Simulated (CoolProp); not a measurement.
n-perfluorobutane at 410.68 K and 1.07 MPa is throttled through a valve to 0.685 MPa with no heat exchange. Each further row changes one setting.

The numbers come from the reference Helmholtz-energy equation of state, Gao 2022 in CoolProp.

```
case                       temperature change (K)  final density (kg/m³)
-------------------------  ----------------------  ---------------------
as stated                                    -2.8                   52.5
outlet pressure 0.206 MPa                    -6.1                   14.9
outlet pressure 0.891 MPa                    -1.3                   70.0
```
